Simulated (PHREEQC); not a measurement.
Make-up at 25 °C: 29 mmol/kgw HF and 3.1 mmol/kgw NH4HF2. Closed to the air; pH follows from the charge balance.

Model: ion-association model, wateq4f.dat, run in PHREEQC.

Each row changes one thing in this solution. This is a speciation only: nothing precipitates in the calculation.

```json
[
 {"case": "as made", "pH": "2.51", "ionic strength (mol/kgw)": "0.00644", "HF (mol/kgw)": "0.0249", "F- (mol/kgw)": "0.00587", "H2F2 (mol/kgw)": "0.00162", "HF2- (mol/kgw)": "0.000563"},
 {"case": "0.019 mol/kgw Fe2(SO4)3 added", "pH": "1.89", "ionic strength (mol/kgw)": "0.111", "HF (mol/kgw)": "0.000721", "F- (mol/kgw)": "5.10e-5", "H2F2 (mol/kgw)": "1.39e-6", "HF2- (mol/kgw)": "1.45e-7"},
 {"case": "0.00041 mol/kgw CsOH added", "pH": "2.53", "ionic strength (mol/kgw)": "0.00670", "HF (mol/kgw)": "0.0247", "F- (mol/kgw)": "0.00611", "H2F2 (mol/kgw)": "0.00160", "HF2- (mol/kgw)": "0.000581"},
 {"case": "diluted 2-fold with water", "pH": "2.63", "ionic strength (mol/kgw)": "0.00404", "HF (mol/kgw)": "0.0126", "F- (mol/kgw)": "0.00385", "H2F2 (mol/kgw)": "0.000411", "HF2- (mol/kgw)": "0.000186"},
 {"case": "HF from 0.029 to 0.0145 mol/kgw", "pH": "2.69", "ionic strength (mol/kgw)": "0.00528", "HF (mol/kgw)": "0.0141", "F- (mol/kgw)": "0.00501", "H2F2 (mol/kgw)": "0.000519", "HF2- (mol/kgw)": "0.000271"},
 {"case": "HF replaced by KF at the same molality", "pH": "4.17", "ionic strength (mol/kgw)": "0.0322", "HF (mol/kgw)": "0.00266", "F- (mol/kgw)": "0.0319", "H2F2 (mol/kgw)": "1.86e-5", "HF2- (mol/kgw)": "0.000327"}
]
```

Some of these states are supersaturated (in Hematite (slow to form), Goethite (slow to form), for instance). Fluoro complexes past AlF4- and FeF3 are missing from the database.
